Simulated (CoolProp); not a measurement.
Vapour pressure (MPa) of the fluoroketone C6F12O (FK-5-1-12): the reference equation beside estimates from Tc = 168.7 °C, pc = 1.869 MPa, ω = 0.471. Clausius-Clapeyron is anchored at -50.95 °C with a constant enthalpy of vaporisation of 36.44 kJ/mol.

The numbers come from the reference Helmholtz-energy equation of state, McLinden 2015 in CoolProp.

```tsv
T (°C)	reference	Clausius-Clapeyron	Redlich-Kwong
-57.85	[?]	0.0002018	0.002934
-50.95	0.0003797	0.0003797	0.004575
-44.05	0.0006848	0.0006876	0.006897
-37.15	0.001183	0.001203	0.01009
-30.15	0.001978	0.002054	[?]
-23.25	0.003170	0.003379	[?]
-16.35	0.004919	0.005413	0.02720
-9.45	[?]	[?]	[?]
-2.55	0.01088	0.01292	0.04735
4.45	0.01567	0.01944	0.06113
11.35	0.02196	0.02851	0.07747
18.25	0.03016	0.04106	0.09685
25.15	0.04066	0.05815	0.1196
32.15	0.05412	[?]	0.1464
```

Problem. What belongs in the gaps?

Solution. 
- -57.85, reference: 0.0002006
- -30.15, Redlich-Kwong: 0.01443
- -23.25, Redlich-Kwong: 0.02003
- -9.45, reference: 0.007414
- -9.45, Clausius-Clapeyron: 0.008460
- -9.45, Redlich-Kwong: 0.03621
- 32.15, Clausius-Clapeyron: 0.08143

Absolute difference from the reference over all 14 rows, mean and median: Clausius-Clapeyron 17.1 and 12.1 %, Redlich-Kwong 542.4 and 420.7 %.
